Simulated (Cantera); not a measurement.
Input: 1 mol SiC, 0.19 mol Si, 0.6 mol N2, held at 2923 K and 1.00 bar.

Method: chemical equilibrium by Gibbs-energy minimisation in Cantera with the NASA 1993 tables (ideal gas, pure condensed phases). Candidate condensed phases: C, Si, SiC, Si3N4; 20 gas species. Mutual solubility and eutectic melting of coexisting phases are not modelled. The tables' values for SiN are old estimates; treat these amounts as uncertain. Kinetics and transport are ignored.

Problem. What is the equilibrium state?

Solution. 
* **x(N2)**: 0.877
* **x(Si)**: 0.0706
* **x(Si2C)**: 0.0252
* **x(SiC2)**: 0.0160
* **x(SiN)**: 0.00387
* **x(Si2)**: 0.00319
* **x(Si2N)**: 0.00266
* **x(CN)**: 0.00108
* **x(Si3)**: 0.000477
* **n(Si(l))**: 0.125 mol
* **n(SiC(s))**: 0.960 mol
* **gas amount**: 0.6814 mol
* **log10 activity of C(graphite) (absent)**: -0.25
